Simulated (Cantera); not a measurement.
Input: 1 mol C₂H₆, 0.37 mol CO₂, at 133 Pa.

Method: chemical equilibrium by Gibbs-energy minimisation in Cantera with the NASA 1993 tables (ideal gas, pure condensed phases). Candidate condensed phases: C, C₆H₆, C₇H₈, C₈H₁₈, H₂O; 110 gas species. Rates play no part. All values below are at 2675 °C.

Base state: H 0.759, CO 0.105, C₃ 0.0612, H₂ 0.0427, C 0.0177, C₂ 0.00797, C₂H 0.00385, C₂H₂ (acetylene) 0.00136 (mole fractions); condensed: gas only.

Problem. What changes in the equilibrium state with this change: CO₂ from 0.37 to 0.12 mol?

Solution. 
| species | before | after |
|---|---|---|
| H | 0.759 | 0.804 |
| C₃ | 0.0612 | 0.0763 |
| H₂ | 0.0427 | 0.0478 |
| CO | 0.105 | 0.0363 |
| C | 0.0177 | 0.0191 |
| C₄H₂ | 1.80e-5 | 2.70e-5 |
| C₅ | 0.000569 | 0.000821 |
